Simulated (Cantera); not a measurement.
A perfectly stirred reactor is fed with CH4 : CO : O2 : N2 = 1 : 0.86 : 2.79 : 10.5 (molar parts), equivalence ratio 0.87, at 60000 Pa; it is adiabatic with a 350 K inlet, and is followed from long to short residence time, starting on the burning branch (τ in s: 0.16, 0.069, 0.03, 0.013, 0.0058, 0.0025, 0.0011, 0.00049, 0.00021, 9.4e-05, 4.1e-05, 1.8e-05).

Cantera simulation using GRI-Mech 3.0 (53 species, 325 reactions); the numbers are that mechanism's predictions, not measurements.

### Question
What does this change do: pressure from 60000 Pa to 25000 Pa?

### Answer
```json
[
 {"quantity": "blow-out, bracketed by the residence times tried", "before": "burning at 0.210 ms, out at 94.0 µs", "after": "burning at 0.490 ms, out at 0.210 ms"},
 {"quantity": "x(CH4) at τ = 0.160 s", "before": "2.51e-6", "after": "3.84e-6"},
 {"quantity": "x(CO) at τ = 0.160 s", "before": "0.00656", "after": "0.0114"},
 {"quantity": "x(O2) at τ = 0.160 s", "before": "0.0265", "after": "0.0291"},
 {"quantity": "x(O) at τ = 0.160 s", "before": "0.000653", "after": "0.00135"},
 {"quantity": "x(CH3) at τ = 0.160 s", "before": "1.02e-6", "after": "1.39e-6"},
 {"quantity": "x(CH4) at τ = 1.10 ms", "before": "0.000110", "after": "0.000229"},
 {"quantity": "x(CO) at τ = 1.10 ms", "before": "0.0295", "after": "0.0380"},
 {"quantity": "x(O2) at τ = 1.10 ms", "before": "0.0396", "after": "0.0456"},
 {"quantity": "x(O) at τ = 1.10 ms", "before": "0.00536", "after": "0.00842"},
 {"quantity": "x(CH3) at τ = 1.10 ms", "before": "2.49e-5", "after": "3.74e-5"}
]
```

### Question
What does this change do: pressure from 60000 Pa to 500000 Pa?

### Answer
| quantity | before | after |
|---|---|---|
| blow-out, bracketed by the residence times tried | burning at 0.210 ms, out at 94.0 µs | burning at 41.0 µs, out at 18.0 µs |
| x(CH4) at τ = 0.160 s | 2.51e-6 | 6.48e-7 |
| x(CO) at τ = 0.160 s | 0.00656 | 0.00228 |
| x(O2) at τ = 0.160 s | 0.0265 | 0.0240 |
| x(O) at τ = 0.160 s | 0.000653 | 0.000195 |
| x(CH3) at τ = 0.160 s | 1.02e-6 | 2.77e-7 |
| x(CH4) at τ = 1.10 ms | 0.000110 | 4.31e-5 |
| x(CO) at τ = 1.10 ms | 0.0295 | 0.00910 |
| x(O2) at τ = 1.10 ms | 0.0396 | 0.0285 |
| x(O) at τ = 1.10 ms | 0.00536 | 0.000715 |
| x(CH3) at τ = 1.10 ms | 2.49e-5 | 1.62e-5 |
